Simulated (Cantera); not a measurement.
# Equilibrium for nitride etching: AlN + Cl2 + H2

Input: 1 mol AlN, 1.4 mol Cl2, 2.6 mol H2.

These are equilibrium values from Cantera (NASA tables, ideal gas, pure condensed phases), not measurements of a reactor. Candidate condensed phases: Al, AlCl3, AlN, NH4Cl; 20 gas species. The tables' values for AlCl2 are old estimates. Equilibrium is a limit: real reactors are often held back by kinetics, nucleation or transport.

Map the stable condensed phases over T = 1150, 1175, 1200, 1225, 1250, 1275, 1300, 1325, 1350, 1375, 1400, 1425, 1450 K and P in Pa = 1, 3.6, 13, 46, 170, 600, 2200, 7700, 28000, 100000.


```
T in K \ P in Pa
              1    3.6     13     46    170    600   2200   7700  28000 100000
   1450       A      A      A      A      A      B      B      B      B      B
   1425       A      A      A      A      B      B      B      B      B      B
   1400       A      A      A      A      B      B      B      B      B      B
   1375       A      A      A      B      B      B      B      B      B      B
   1350       A      A      A      B      B      B      B      B      B      B
   1325       A      A      B      B      B      B      B      B      B      B
   1300       A      A      B      B      B      B      B      B      B      B
   1275       A      B      B      B      B      B      B      B      B      B
   1250       A      B      B      B      B      B      B      B      B      B
   1225       B      B      B      B      B      B      B      B      B      B
   1200       B      B      B      B      B      B      B      B      B      B
   1175       B      B      B      B      B      B      B      B      B      B
   1150       B      B      B      B      B      B      B      B      B      B
```
A: gas only; B: AlN.
